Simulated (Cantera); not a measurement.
Charge: 1 mol Ca(OH)2, 6.5 mol O2, at 1675 K and 0.180 bar.

Cantera equilibrium calculation (NASA polynomials, part measured and part estimated; ideal gas, pure solids and liquids). Candidate condensed phases: Ca, CaO, Ca(OH)2, H2O; 14 gas species. The numbers say what is thermodynamically allowed, not how fast it happens.

Base state: O2 0.866, H2O 0.133, OH 0.000772, O 7.49e-5 (mole fractions); condensed: CaO(s).

Task: What changes in the equilibrium state with this change: temperature from 1675 K to 2148.15 K?

Result: 
```json
[
 {"species": "O2", "before": "0.866", "after": "0.858"},
 {"species": "H2O", "before": "0.133", "after": "0.127"},
 {"species": "OH", "before": "0.000772", "after": "0.00990"},
 {"species": "Ca(OH)2", "before": "6.50e-7", "after": "3.79e-5"},
 {"species": "H", "before": "6.23e-7", "after": "0.000160"},
 {"species": "O", "before": "7.49e-5", "after": "0.00421"},
 {"species": "CaO(s), mol", "before": "1.000", "after": "1.000"}
]
```
